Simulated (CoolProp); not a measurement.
A simple Rankine cycle with neopentane: condensing at 319.15 K, boiler at 2.63 MPa, turbine inlet 461.6 K, turbine efficiency 0.7, pump efficiency 0.7, no recuperator. Each further row changes one setting.

Values from CoolProp's reference Helmholtz-energy equation of state, Lemmon 2006. It is a short technical equation, of lower accuracy than the large ones.

| case | thermal efficiency (%) | net work (kJ/kg) | heat in (kJ/kg) | turbine exit temperature (K) | volume ratio over the turbine |
|---|---|---|---|---|---|
| as stated | 10.7 | 57.9 | 542 | 415.0 | 9.82 |
| turbine inlet 481.6 K | 10.5 | 62.7 | 598 | 437.3 | 9.35 |
| condensing temperature 311.15 K | 11.6 | 64.8 | [?] | 411.3 | 12.3 |
| boiler pressure 1.84 MPa | [?] | [?] | [?] | 426.6 | [?] |
| turbine efficiency 0.6 | 9.0 | [?] | 542 | 419.0 | 9.93 |

**Question.** What belongs in the gaps?

**Answer.** 
- condensing temperature 311.15 K, heat in (kJ/kg): 561
- boiler pressure 1.84 MPa, thermal efficiency (%): 9.3
- boiler pressure 1.84 MPa, net work (kJ/kg): 52.2
- boiler pressure 1.84 MPa, heat in (kJ/kg): 562
- boiler pressure 1.84 MPa, volume ratio over the turbine: 6.26
- turbine efficiency 0.6, net work (kJ/kg): 48.8
